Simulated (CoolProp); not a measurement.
A single-stage vapour-compression cycle with the fluid: evaporating at 304.15 K (dew point), condensing at 329.15 K (bubble point), superheat 0 K, subcooling 0 K, compressor efficiency 0.85, no pressure losses. The same conditions are run with several fluids, on thermodynamics alone (safety and materials aside).

Model: reference Helmholtz-energy equation of state of each fluid (cyclohexane: Zhou 2014; R143a: Lemmon and Jacobsen 2000; R21: Platzer 1990; R123: Younglove 1994; R1132(E): Akasaka 2024; benzene: Thol 2012), in CoolProp. The equations of Platzer and Polt are older, rougher fits.

| fluid | cooling COP | pressure ratio | discharge temperature (K) | refrigerating effect (kJ/kg) | volumetric capacity (kJ/m³) |
|---|---|---|---|---|---|
| cyclohexane | 9.61 | 2.66 | 331.0 | 340 | 194 |
| R143a | 7.29 | 1.79 | 335.5 | 104 | 7140 |
| R21 | 9.51 | 2.10 | 343.0 | 200 | 1930 |
| R123 | 9.37 | 2.24 | 329.6 | 143 | 1030 |
| R1132(E) | 7.58 | 1.78 | 340.7 | 151 | 9970 |
| benzene | 9.73 | 2.72 | 339.7 | 385 | 199 |
